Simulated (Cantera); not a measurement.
What does this Cantera script print?

```python
import numpy as np
import cantera as ct

gas = ct.Solution("gri30.yaml")
gas.TPX = 425, 500000, {'CH4': 1, 'C2H6': 0.12, 'C3H8': 1.4, 'O2': 6.28, 'N2': 23.6}
inlet = ct.Reservoir(gas, clone=True)
gas.equilibrate("HP")  # start burning
reactor = ct.IdealGasConstPressureReactor(gas, energy="on", clone=False)
exhaust = ct.Reservoir(gas, clone=True)
tau = [0.47, 0.11, 0.025, 0.0059, 0.0014, 0.00032, 7.4e-05, 1.7e-05, 4e-06][0]
for a, b in ((inlet, reactor), (reactor, exhaust)):
    ct.MassFlowController(a, b, mdot=lambda t: reactor.mass / tau)
net = ct.ReactorNet([reactor])
show = ['CH4', 'C2H6', 'C3H8', 'CH3', 'NO', 'NO2']

rows = []
print(f"{'tau/s':>10s}{'T/K':>9s}" + "".join(f"{s:>11s}" for s in show))
for tau in [0.47, 0.11, 0.025, 0.0059, 0.0014, 0.00032, 7.4e-05, 1.7e-05, 4e-06]:
    net.initial_time = 0.0
    net.advance(30 * tau)
    before = gas.X
    net.advance(40 * tau)
    drift = np.max(np.abs(gas.X - before) / (gas.X + 1e-9))
    rows.append([gas.T, *gas[show].X, drift])
    print(f"{tau:10.3e}{gas.T:9.1f}" + "".join(f"{x:11.3e}" for x in gas[show].X))
```

It prints:

```
     tau/s      T/K        CH4       C2H6       C3H8        CH3         NO        NO2
 4.700e-01   2047.9  1.259e-04  1.051e-08  4.346e-08  1.101e-05  3.069e-05  1.101e-10
 1.100e-01   2049.0  4.087e-04  7.217e-08  1.802e-07  3.889e-05  4.948e-05  2.280e-10
 2.500e-02   2051.3  1.055e-03  4.903e-07  7.514e-07  1.172e-04  6.148e-05  4.985e-10
 5.900e-03   2050.7  1.910e-03  2.350e-06  2.926e-06  2.753e-04  5.827e-05  1.068e-09
 1.400e-03   2036.7  2.729e-03  8.989e-06  1.116e-05  5.493e-04  4.645e-05  2.203e-09
 3.200e-04   1982.6  3.914e-03  3.835e-05  4.884e-05  1.021e-03  2.408e-05  3.947e-09
 7.400e-05    425.0  3.086e-02  3.704e-03  4.321e-02 -1.171e-20 -7.889e-20 -1.881e-19
 1.700e-05    425.0  3.086e-02  3.704e-03  4.321e-02  8.129e-25  5.404e-24  1.289e-23
 4.000e-06    425.0  3.086e-02  3.704e-03  4.321e-02  5.392e-26  3.413e-25  8.140e-25
```

Cantera simulation using GRI-Mech 3.0 (53 species, 325 reactions); the numbers are that mechanism's predictions, not measurements. GRI-Mech 3.0 was tuned for natural gas; its chemistry of propane as a main component is partial and can be far from experiment.
